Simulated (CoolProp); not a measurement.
CH2F2 (R32) along the isobar 32.6 bar: density (kg/m³) from the reference equation and from simpler models built on Tc = 78.1 °C, pc = 57.83 bar, ω = 0.277; each cubic takes its own stable root.

Values from CoolProp's reference Helmholtz-energy equation of state, Tillner-Roth 1997.

```tsv
T (°C)	phase	reference
-98.85	liquid	1340
-85.25	liquid	1306
-71.65	liquid	1271
-58.05	liquid	1236
-44.45	liquid	1199
-30.95	liquid	1161
-17.35	liquid	1120
-3.75	liquid	1077
9.85	liquid	1030
23.45	liquid	977.3
36.95	liquid	916.4
```

**Question.** How far does each simpler model (Soave-Redlich-Kwong, Peng-Robinson) lie from the reference over these 11 states: mean and median of the absolute difference, and the worst?

**Answer.** 
- Soave-Redlich-Kwong: mean 22.7 %, median 22.3 %, worst -24.9 % at 36.95 °C and 32.6 bar
- Peng-Robinson: mean 12.7 %, median 12.5 %, worst -14.9 % at 36.95 °C and 32.6 bar
